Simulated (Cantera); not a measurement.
A Cantera script and its output.

```python
import numpy as np
import cantera as ct

gas = ct.Solution("SiF4_NH3_mec.yaml", "gas")
gas.TPX = 2198, 39000, {'NH3': 1, 'H2': 17}
reactor = ct.IdealGasConstPressureReactor(gas, energy="off", clone=False)
net = ct.ReactorNet([reactor])
net.rtol, net.atol = 1e-08, 1e-18
show = ['NH3', 'H2', 'N2', 'N', 'NH2']
times = np.geomspace(0.0002, 2, 12)

steps = ct.SolutionArray(gas, extra=["t"])
rows = []
print(f"{'t/s':>10s}{'T/K':>9s}{'P/Pa':>11s}" + "".join(f"{s:>11s}" for s in show))
for t in times:
    while net.time < t:
        t_next = net.step()
        steps.append(gas.state, t=t_next)
    rows.append([np.interp(t, steps.t, y) for y in (steps.T, steps.P, *steps(*show).X.T)])
    print(f"{t:10.3e}{rows[-1][0]:9.1f}{rows[-1][1]:11.4g}" + "".join(f"{x:11.3e}" for x in rows[-1][2:]))
rate = np.gradient(steps.T, steps.t)
print("integrator steps:", len(steps.t))
if steps.T.max() > steps.T[0] + 200:
    print(f"time of steepest temperature rise: {steps.t[rate.argmax()]:.4e} s")
gas.TPX = 2198, 39000, {'NH3': 1, 'H2': 17}
gas.equilibrate("TP")
print(f"equilibrium (TP): T = {gas.T:.1f} K  " + "  ".join(f"{s} {gas[s].X[0]:.3e}" for s in show))
```

It prints:

```
       t/s      T/K       P/Pa        NH3         H2         N2          N        NH2
 2.000e-04   2198.0    3.9e+04  5.541e-02  9.438e-01  2.126e-06  8.050e-08  1.174e-04
 4.620e-04   2198.0    3.9e+04  5.515e-02  9.431e-01  4.589e-05  8.098e-07  2.532e-04
 1.067e-03   2198.0    3.9e+04  5.378e-02  9.429e-01  6.036e-04  3.236e-06  3.964e-04
 2.466e-03   2198.0    3.9e+04  4.930e-02  9.451e-01  2.719e-03  3.871e-06  3.971e-04
 5.696e-03   2198.0    3.9e+04  4.009e-02  9.498e-01  7.105e-03  3.929e-06  3.471e-04
 1.316e-02   2198.0    3.9e+04  2.464e-02  9.574e-01  1.447e-02  4.071e-06  2.531e-04
 3.040e-02   2198.0    3.9e+04  7.250e-03  9.650e-01  2.275e-02  4.353e-06  1.140e-04
 7.022e-02   2198.0    3.9e+04  5.948e-04  9.650e-01  2.591e-02  1.852e-06  1.614e-05
 1.622e-01   2198.0    3.9e+04  1.206e-04  9.649e-01  2.614e-02  4.228e-07  3.402e-06
 3.748e-01   2198.0    3.9e+04  4.178e-05  9.650e-01  2.618e-02  1.470e-07  1.180e-06
 8.658e-01   2198.0    3.9e+04  1.665e-05  9.650e-01  2.619e-02  5.860e-08  4.703e-07
 2.000e+00   2198.0    3.9e+04  6.996e-06  9.650e-01  2.620e-02  2.463e-08  1.976e-07
integrator steps: 1573
equilibrium (TP): T = 2198.0 K  NH3 8.918e-07  H2 9.650e-01  N2 2.620e-02  N 3.139e-09  NH2 2.519e-08
```

Computed with Cantera and the gas-phase N/H chemistry of the illustrative SiF4/NH3 mechanism in the Surface Chemkin manual (1991). Walls and surfaces, which speed up NH3 decomposition in real reactors, are not modelled.
